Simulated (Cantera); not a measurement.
Cantera run:

```python
import numpy as np
import cantera as ct

gas_names = """
    F FO FO2 F2 F2O H HF HNO HNO2 HNO3 HOF HO2 H2 H2F2 H2O H2O2 H3F3 H4F4 H5F5 H6F6 H7F7 N NF NF2 NF3 NH
    NH2 NH3 NH2OH NO NO2 NO3 N2 N2H2 N2H4 N2O O OH O2 O3
""".split()
cond_names = """
    H2O(s) H2O(L)
""".split()


# ... load() reads the species with a 1 bar reference pressure and builds the phases ...
atoms = {
    'NF3': {'N': 1, 'F': 3},
    'H2': {'H': 2},
    'O2': {'O': 2},
}
top_T = {}  # K; cautious upper limits of use, not melting points


# ... equilibrate(T, P, feed) seeds the gas with the atoms and calls Mixture.equilibrate('TP', solver="vcs", rtol=1e-11, max_steps=5000) ...
results = []
feed = {'NF3': 1, 'H2': 1.7, 'O2': 0.05}  # mol
T = 1023.15  # K
P = 100  # Pa
mix = equilibrate(T, P, feed)
results.append((T, P, feed, dict(zip(mix.species_names, mix.species_moles))))
print(gas.report(threshold=0.001))
for i in range(1, mix.n_phases):
    print(f"{mix.phase(i).name:16s} {mix.phase_moles(i):12.5e} mol")
```

Output:

```
       temperature   1023.1 K
          pressure   100 Pa
           density   0.00024155 kg/m^3
  mean mol. weight   20.548 kg/kmol
   phase of matter   gas

                          1 kg             1 kmol
                     ---------------   ---------------
          enthalpy       -1.0021e+07       -2.0591e+08  J
   internal energy       -1.0435e+07       -2.1441e+08  J
           entropy             13370        2.7473e+05  J/K
    Gibbs function         -2.37e+07       -4.8699e+08  J
 heat capacity c_p            1504.9             30923  J/K
 heat capacity c_v            1100.2             22608  J/K

                      mass frac. Y      mole frac. X     chem. pot. / RT
                     ---------------   ---------------   ---------------
                HF           0.78942           0.81081             -61.9
                H2         0.0026516          0.027027           -28.081
               H2O          0.023695          0.027027           -63.882
                N2           0.18423           0.13514            -33.83
     [  +36 minor]        4.8362e-08          4.64e-08
```

Equilibrium computed with Cantera from the NASA thermochemical tables; the gas is ideal and each condensed phase is pure.
